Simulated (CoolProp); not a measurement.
Saturation properties of ammonia (Tc = 405.6 K, pc = 11.36 MPa, ω = 0.256).

Values from CoolProp's reference Helmholtz-energy equation of state, Gao 2020.

```csv
T (K),p (MPa),liquid density (kg/m³),vapour density (kg/m³),surface tension (mN/m),liquid viscosity (µPa s)
274.7,0.4547,636.5,3.650,25.9,167
279,0.5315,630.6,4.234,24.9,160
283.4,0.6201,624.4,4.906,23.9,153
287.8,0.7198,618.2,5.660,22.9,146
292.2,0.8313,611.8,6.503,21.9,140
296.6,0.9557,605.3,7.444,20.8,134
301,1.094,598.7,8.492,19.8,128
305.4,1.247,591.9,9.657,18.8,123
309.8,1.415,585.0,10.95,17.8,118
314.2,1.600,577.9,12.38,16.9,113
318.6,1.803,570.7,13.96,15.9,108
```

It boils at 239.8 K under 1 atm.

Viscosity comes from a separate model (Fenghour 1995). Surface tension comes from a separate correlation (Mulero 2012).
